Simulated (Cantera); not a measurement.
Input (Python, Cantera):

```python
import numpy as np
import cantera as ct

gas = ct.Solution("gri30.yaml")


def delay(T, t_max=10):
    gas.TPX = T, 100000, {'CO': 1, 'H2': 0.1, 'CH4': 0.049, 'O2': 0.704, 'N2': 2.65, 'H2O': 0.15}
    reactor = ct.IdealGasConstPressureReactor(gas, clone=False)
    net = ct.ReactorNet([reactor])
    net.rtol, net.atol = 1e-8, 1e-16
    while net.time < t_max:
        t_old, T_old = net.time, reactor.T
        net.step()
        if reactor.T > T + 400:  # ignition: a rise of 400 K
            return t_old + (T + 400 - T_old) / (reactor.T - T_old) * (net.time - t_old)
    return np.nan


taus = []
for T in [1100, 1150, 1200, 1250, 1300, 1350, 1400, 1450, 1500]:
    taus.append(delay(T))
    print(f"T0 = {T:6g} K   tau = {taus[-1]:.4e} s")
```

Output:

```
T0 =   1100 K   tau = 4.6197e-04 s
T0 =   1150 K   tau = 2.7763e-04 s
T0 =   1200 K   tau = 1.9111e-04 s
T0 =   1250 K   tau = 1.4347e-04 s
T0 =   1300 K   tau = 1.1420e-04 s
T0 =   1350 K   tau = 9.4832e-05 s
T0 =   1400 K   tau = 8.1366e-05 s
T0 =   1450 K   tau = 7.1702e-05 s
T0 =   1500 K   tau = 6.4656e-05 s
```

Model: GRI-Mech 3.0 (53 species, 325 reactions), integrated in Cantera. Where the delays flatten at high temperature, the 400 K rule measures the pace of heat release, not the induction time.
